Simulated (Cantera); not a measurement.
A perfectly stirred reactor is fed with H2 : O2 = 0.032 : 1 (molar parts), equivalence ratio 0.016, at 10.00 Torr; it is held at 1448 K, and followed from long to short residence time.

Model: GRI-Mech 3.0 (53 species, 325 reactions), integrated in Cantera. Radical loss at walls, strong at low pressure, is not modelled.

Question: What does this change do: temperature 1448 to 1375 K?

Answer: 
```
quantity                  before     after
----------------------  --------  --------
x(H2) at τ = 2.70 s      5.77e-5   5.49e-5
x(O2) at τ = 2.70 s        0.964     0.965
x(OH) at τ = 2.70 s      0.00162   0.00127
x(H2O) at τ = 2.70 s      0.0305    0.0307
x(H2O2) at τ = 2.70 s    1.22e-8   1.74e-8
x(H2) at τ = 43.0 ms    0.000434  0.000473
x(O2) at τ = 43.0 ms       0.946     0.948
x(OH) at τ = 43.0 ms     0.00399   0.00336
x(H2O) at τ = 43.0 ms     0.0279    0.0281
x(H2O2) at τ = 43.0 ms   2.59e-8   3.60e-8
```

Question: What does this change do: pressure from 10.00 Torr to 24.0 Torr?

Answer: 
```tsv
quantity	before	after
x(H2) at τ = 2.70 s	5.77e-5	2.44e-5
x(O2) at τ = 2.70 s	0.964	0.967
x(OH) at τ = 2.70 s	0.00162	0.000934
x(H2O) at τ = 2.70 s	0.0305	0.0310
x(H2O2) at τ = 2.70 s	1.22e-8	1.61e-8
x(H2) at τ = 43.0 ms	0.000434	0.000266
x(O2) at τ = 43.0 ms	0.946	0.955
x(OH) at τ = 43.0 ms	0.00399	0.00307
x(H2O) at τ = 43.0 ms	0.0279	0.0291
x(H2O2) at τ = 43.0 ms	2.59e-8	5.03e-8
```

Question: What does this change do: pressure from 10.00 Torr to 4.35 Torr?

Answer: 
```tsv
quantity	before	after
x(H2) at τ = 2.70 s	5.77e-5	0.000133
x(O2) at τ = 2.70 s	0.964	0.959
x(OH) at τ = 2.70 s	0.00162	0.00258
x(H2O) at τ = 2.70 s	0.0305	0.0297
x(H2O2) at τ = 2.70 s	1.22e-8	8.19e-9
x(H2) at τ = 43.0 ms	0.000434	0.000635
x(O2) at τ = 43.0 ms	0.946	0.942
x(OH) at τ = 43.0 ms	0.00399	0.00442
x(H2O) at τ = 43.0 ms	0.0279	0.0271
x(H2O2) at τ = 43.0 ms	2.59e-8	1.24e-8
```
